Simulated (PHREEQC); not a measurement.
Solution (17 °C): 0.053 mol/kgw CaBr2. Closed to the air; pH follows from the charge balance.

Equilibrium calculation in PHREEQC: ion-association model, phreeqc.dat.

The ionic strength is 0.159 mol/kgw and the specific conductance comes out as 8700 µS/cm. The density is 1.008 g/cm³.

```json
[
 {"species": "Br-", "molality": "0.106", "activity": "0.0761", "log γ": "-0.144"},
 {"species": "Ca+2", "molality": "0.0530", "activity": "0.0184", "log γ": "-0.460"},
 {"species": "H+", "molality": "1.18e-7", "activity": "9.58e-8", "log γ": "-0.092"},
 {"species": "OH-", "molality": "7.67e-8", "activity": "5.58e-8", "log γ": "-0.138"},
 {"species": "CaOH+", "molality": "4.18e-8", "activity": "3.18e-8", "log γ": "-0.119"}
]
```

No solid was allowed to form.
